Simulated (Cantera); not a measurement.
A closed system holds: 1 mol CH3SiH3, 0.11 mol C2H2, 610 mol H2, at 1123 K and 7.50 Torr.

These are equilibrium values from Cantera (NASA tables, ideal gas, pure condensed phases), not measurements of a reactor. Candidate condensed phases: C, C6H6, C7H8, C8H18, Si, SiC; 87 gas species. The feed counts by its element totals alone. Rates play no part.

Base state: H2 1.000, CH4 0.000293 (mole fractions); condensed: C(graphite) + SiC(s).

What changes in the equilibrium state with this change: pressure from 7.50 Torr to 240 Torr?


```json
[
 {"species": "H2", "before": "1.000", "after": "1.000"},
 {"species": "CH4", "before": "0.000293", "after": "0.000359"},
 {"species": "C(graphite), mol", "before": "0.0402", "after": "0"},
 {"species": "SiC(s), mol", "before": "1.00", "after": "1.000"}
]
```
